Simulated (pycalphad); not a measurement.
Source of the numbers: pycalphad with the COST 507 light-alloy database (1999); pressure 1 atm. No gas phase is included, though pure Mg would boil below 1377 °C. The data set is of 1999 and partly superseded. The system is extrapolated from its subsystems; higher-order compounds may be missing. Kinetics are ignored, which matters at the lower temperatures.

Molar enthalpy of Mg-0.6014Al-0.8498Cu-6.818Si (wt.%) in equilibrium (SER reference):

| T (°C) | H (kJ/mol) | phases |
|---|---|---|
| 1377 | 49.60 | LIQUID |
| 1297 | 46.89 | LIQUID |
| 1217 | 44.18 | LIQUID |
| 1137 | 41.47 | LIQUID |
| 1057 | 38.77 | LIQUID |
| 977 | 36.06 | LIQUID |
| 897 | 33.35 | LIQUID |
| 857 | 32.00 | LIQUID |
| 817 | 30.64 | LIQUID |
| 737 | 25.70 | LIQUID + MG2SI |
| 657 | 21.61 | LIQUID + MG2SI |
| 577 | 11.57 | HCP_A3 + MG2SI + LIQUID |
| 497 | 8.70 | HCP_A3 + MG2SI + LAVES_C15 |
| 457 | 7.53 | HCP_A3 + MG2SI + LAVES_C15 |
| 417 | 6.37 | HCP_A3 + MG2SI + LAVES_C15 |
| 337 | 4.12 | HCP_A3 + MG2SI + LAVES_C15 |
| 257 | 1.90 | HCP_A3 + MG2SI + LAVES_C36 |
| 177 | -0.23 | HCP_A3 + MG2SI + LAVES_C36 |
| 97 | -2.32 | HCP_A3 + MG2SI + LAVES_C36 + QPHASE |

Cooling from 817 °C to 497 °C, across the freezing range, releases 21.9 kJ/mol, or 889 J/g. The slope is 34 J/(mol K) in the liquid and 29 J/(mol K) just below the solidus, where it includes any heat of precipitation. Liquidus 806 °C, solidus 513 °C. Changes were sought between steps of 40 K, so a narrower field can be missed.

Database names, with the compositions (at.%) that they take in these runs: MG2SI: Mg 67 Si 33; LAVES_C15: Cu 39-42 Mg 33 Al 24-27; LAVES_C36: Al 32-36 Cu 31-35 Mg 33; QPHASE: Al 44 Mg 38 Cu 19. HCP_A3 is hcp.
